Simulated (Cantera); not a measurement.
Cantera run:

```python
import numpy as np
import cantera as ct

gas_names = """
    CL CL2 H HCL H2 Si SiCL SiCL2 SiCL3 SiCL4 SiH SiHCL3 SiH2 SiH2CL2 SiH3 SiH3CL SiH4 Si2 Si3
""".split()
cond_names = """
    Si(cr) Si(L)
""".split()


# ... load() reads the species with a 1 bar reference pressure and builds the phases ...
atoms = {
    'Si': {'Si': 1},
    'Cl2': {'CL': 2},
    'H2': {'H': 2},
}
top_T = {}  # K; cautious upper limits of use, not melting points


# ... equilibrate(T, P, feed) seeds the gas with the atoms and calls Mixture.equilibrate('TP', solver="vcs", rtol=1e-11, max_steps=5000) ...
results = []
feed = {'Si': 1, 'Cl2': 3.1, 'H2': 0.93}  # mol
T = 848  # K
P = 1000  # Pa
mix = equilibrate(T, P, feed)
results.append((T, P, feed, dict(zip(mix.species_names, mix.species_moles))))
print(gas.report(threshold=1e-05))
for i in range(1, mix.n_phases):
    print(f"{mix.phase(i).name:16s} {mix.phase_moles(i):12.5e} mol")
```

Result:

```
       temperature   848 K
          pressure   1000 Pa
           density   0.01169 kg/m^3
  mean mol. weight   82.423 kg/kmol
   phase of matter   gas

                          1 kg             1 kmol
                     ---------------   ---------------
          enthalpy       -2.9842e+06       -2.4597e+08  J
   internal energy       -3.0698e+06       -2.5302e+08  J
           entropy              4089        3.3702e+05  J/K
    Gibbs function       -6.4517e+06       -5.3177e+08  J
 heat capacity c_p            675.24             55655  J/K
 heat capacity c_v            574.36             47341  J/K

                      mass frac. Y      mole frac. X     chem. pot. / RT
                     ---------------   ---------------   ---------------
                CL        2.7285e-05        6.3439e-05           -18.005
               CL2          0.048233          0.056072            -36.01
               HCL           0.27152           0.61384           -42.064
             SiCL4           0.68022           0.33002           -144.17
     [  +15 minor]        4.5536e-11        3.1291e-11

Si(cr)            0.00000e+00 mol
```

Cantera equilibrium calculation (NASA polynomials, part measured and part estimated; ideal gas, pure solids and liquids).
